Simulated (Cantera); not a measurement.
What does this Cantera script print?

```python
import numpy as np
import cantera as ct

gas_names = """
    Fe FeO N NO NO2 NO3 N2 N2O O O2 O3 S SN SO SO2 SO3 S2 S2O S8
""".split()
cond_names = """
    Fe(a) Fe(c) Fe(d) Fe(L) FeO(s) FeO(L) FeS(a) FeS(b) FeS(c) FeS(L) FeSO4(s) FeS2(s) Fe2O3(s)
    Fe2S3O12(s) Fe3O4(s) S(cr1) S(cr2) S(L)
""".split()


def load(file, names, dense=False):
    # The tables refer to 1 bar. Condensed volumes are neglected.
    table = {s.name: s for s in ct.Species.list_from_file(file)}
    out = []
    for n in names:
        d = dict(table[n].input_data)
        d["thermo"] = dict(d["thermo"], **{"reference-pressure": 1e5})
        if dense:
            d["equation-of-state"] = {"model": "constant-volume", "density": "1e6 g/cm^3"}
        out.append(ct.Species.from_dict(d))
    return out


gas = ct.Solution(thermo="ideal-gas", species=load("nasa_gas.yaml", gas_names))
cond = {s.name: ct.Solution(thermo="fixed-stoichiometry", species=[s], name=s.name)
        for s in load("nasa_condensed.yaml", cond_names, dense=True)}
atoms = {
    'FeS2': {'Fe': 1, 'S': 2},
    'SO2': {'S': 1, 'O': 2},
    'N2': {'N': 2},
    'SO3': {'S': 1, 'O': 3},
}
top_T = {'FeSO4(s)': 950, 'FeS2(s)': 1010, 'Fe2O3(s)': 1830, 'Fe2S3O12(s)': 1100, 'Fe3O4(s)': 1870}  # K; cautious upper limits of use, not melting points


def equilibrate(T, P, feed):
    n = {}
    for name, mol in feed.items():
        for a, k in atoms[name].items():
            n[a] = n.get(a, 0.0) + k * mol
    gas.TPX = T, P, n
    mass = sum(n.values()) * gas.mean_molecular_weight
    gas.equilibrate("TP")
    valid = [c for c in cond.values() if c.min_temp <= T <= top_T.get(c.name, c.max_temp)]
    mix = ct.Mixture([(gas, mass / gas.mean_molecular_weight)] + [(c, 0.0) for c in valid])
    mix.T, mix.P = T, P
    mix.equilibrate("TP", solver="vcs", rtol=1e-11, max_steps=5000)
    return mix


results = []
feed = {'FeS2': 1, 'SO2': 2.8, 'N2': 0.81, 'SO3': 0.12}  # mol
T = 1100  # K
P = 27000  # Pa
mix = equilibrate(T, P, feed)
results.append((T, P, feed, dict(zip(mix.species_names, mix.species_moles))))
print(gas.report(threshold=0.001))
for i in range(1, mix.n_phases):
    print(f"{mix.phase(i).name:16s} {mix.phase_moles(i):12.5e} mol")
```

Output:

```
       temperature   1100 K
          pressure   27000 Pa
           density   0.16915 kg/m^3
  mean mol. weight   57.298 kg/kmol
   phase of matter   gas

                          1 kg             1 kmol
                     ---------------   ---------------
          enthalpy       -2.7563e+06       -1.5793e+08  J
   internal energy       -2.9159e+06       -1.6708e+08  J
           entropy              5409        3.0993e+05  J/K
    Gibbs function       -8.7062e+06       -4.9885e+08  J
 heat capacity c_p            856.49             49075  J/K
 heat capacity c_v            711.38             40761  J/K

                      mass frac. Y      mole frac. X     chem. pot. / RT
                     ---------------   ---------------   ---------------
                N2          0.093104           0.19043           -28.081
               SO2           0.77967           0.69739           -67.164
                S2           0.11837           0.10578           -19.379
               S2O         0.0087227         0.0062381           -48.116
     [  +15 minor]        0.00013823        0.00016475

Fe(a)             0.00000e+00 mol
FeO(s)            0.00000e+00 mol
FeS(c)            1.00000e+00 mol
Fe2O3(s)          0.00000e+00 mol
Fe2S3O12(s)       0.00000e+00 mol
Fe3O4(s)          0.00000e+00 mol
S(L)              0.00000e+00 mol
```

Cantera equilibrium calculation (NASA polynomials, part measured and part estimated; ideal gas, pure solids and liquids). FeS: taken at fixed stoichiometry. Gases not in the tables: S3 to S7.
